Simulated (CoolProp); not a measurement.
R21 along the isobar 1.66 MPa: fugacity coefficient from the reference equation and from simpler models built on Tc = 452.7 K, pc = 5.289 MPa, ω = 0.206; each cubic takes its own stable root.

Values from CoolProp's reference Helmholtz-energy equation of state, Platzer 1990. This equation is an older, rougher fit; its heat capacities, sound speeds and derivatives of the liquid may be far off and weren't checked against measurements.

```tsv
T (K)	phase	reference
302.7	liquid	0.1260
315.8	liquid	0.1860
328.9	liquid	0.2637
342	liquid	0.3606
355.1	liquid	0.4780
368.2	liquid	0.6161
381.3	liquid	0.7743
394.4	gas	0.8291
407.5	gas	0.8479
420.6	gas	0.8640
433.7	gas	0.8781
446.8	gas	0.8903
459.9	gas	0.9010
473	gas	0.9105
```

How far does each simpler model (van der Waals, Redlich-Kwong, Peng-Robinson) lie from the reference over these 14 states: mean and median of the absolute difference, and the worst?


- van der Waals: mean 62.5 %, median 8.0 %, worst +265.9 % at 302.7 K and 1.66 MPa
- Redlich-Kwong: mean 14.5 %, median 4.4 %, worst +45.6 % at 302.7 K and 1.66 MPa
- Peng-Robinson: mean 0.5 %, median 0.3 %, worst -1.3 % at 473 K and 1.66 MPa

At some of these states van der Waals, Redlich-Kwong gives the other phase, because its saturation line lies elsewhere.
